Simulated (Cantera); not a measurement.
A closed system holds: 1 mol CH3F, 0.045 mol CH4, equilibrated at 650 K and 100 Torr.

Method: chemical equilibrium by Gibbs-energy minimisation in Cantera with the NASA 1993 tables (ideal gas, pure condensed phases). Candidate condensed phases: C, C6H6, C7H8, C8H18; 95 gas species. Kinetics and transport are ignored.

Problem. What is the equilibrium state?

Solution. 
| Item | Result |
|---|---|
| x(HF) | 0.571 |
| x(H2) | 0.236 |
| x(CH4) | 0.193 |
| x(H2F2) | 1.16e-5 |
| n(C(graphite)) | 0.707 mol |
| gas amount | 1.752 mol |
